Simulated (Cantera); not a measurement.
# MgSO4 + CO2 (calcination and drying)

Input: 1 mol MgSO4, 0.076 mol CO2, equilibrated at 133 Pa.

Method: chemical equilibrium by Gibbs-energy minimisation in Cantera with the NASA 1993 tables (ideal gas, pure condensed phases). Candidate condensed phases: C, Mg, MgCO3, MgO, MgS, MgSO4, S; 26 gas species. Rates play no part.

From 1300 °C to 1975 °C the condensed part is MgO(s).

```tsv
T (°C)	log p SO2	log p O2	log p O	log p CO2	log p SO	log p Mg	log p CO	n MgO(s)
1300	-3.07	-3.37	-6.67	-4.19	-7.35	-11.85	-7.36	1.00
1375	-3.07	-3.37	-6.28	-4.19	-6.90	-10.74	-6.94	1.00
1450	-3.07	-3.37	-5.93	-4.19	-6.48	-9.73	-6.56	1.00
1525	-3.07	-3.37	-5.61	-4.20	-6.10	-8.81	-6.20	1.000
1600	-3.07	-3.38	-5.31	-4.20	-5.75	-7.96	-5.89	1.000
1675	-3.08	-3.38	-5.04	-4.21	-5.43	-7.18	-5.60	1.000
1750	-3.08	-3.38	-4.79	-4.23	-5.13	-6.45	-5.34	1.000
1825	-3.09	-3.39	-4.56	-4.26	-4.86	-5.78	-5.11	0.998
1900	-3.10	-3.39	-4.34	-4.31	-4.61	-5.15	-4.91	0.991
1975	-3.13	-3.40	-4.14	-4.38	-4.39	-4.57	-4.76	0.963
```
log p: log10 of the partial pressure in bar; n: condensed amount in mol.
